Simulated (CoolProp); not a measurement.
Vapour-liquid equilibrium of R1234yf (1) + isobutane (2) at 1.17 MPa; x and y are mole fractions of (1).

Computed with CoolProp (multi-fluid Helmholtz-energy mixture model, Lemmon 2022 and Bücker 2006; pair parameters Bell 2016).

```
x     bubble temperature (°C)  y at the bubble point  dew temperature at overall composition x (°C)  liquid density (mol/L)
----  -----------------------  ---------------------  ---------------------------------------------  ----------------------
0.05                     68.0                  0.127                                           71.3                   8.367
0.2                      57.5                  0.368                                           64.8              (withheld)
0.35               (withheld)             (withheld)                                           58.3                   8.535
0.5                      48.7                  0.611                                           52.2              (withheld)
0.65               (withheld)             (withheld)                                     (withheld)                   8.620
0.8                (withheld)                  0.815                                           45.5                   8.706
0.95                     45.3                  0.947                                           45.3                   8.816
```

Task: Complete the blanks.

Result: 
- 0.2, liquid density (mol/L): 8.493
- 0.35, bubble temperature (°C): 52.0
- 0.35, y at the bubble point: 0.507
- 0.5, liquid density (mol/L): 8.566
- 0.65, bubble temperature (°C): 46.6
- 0.65, y at the bubble point: 0.708
- 0.65, dew temperature at overall composition x (°C): 47.7
- 0.8, bubble temperature (°C): 45.4

y crosses x between x = 0.8 and 0.95: the model has an azeotrope there.

Pair parameters are fitted to limited data, so mixtures are less certain than the pure fluids.
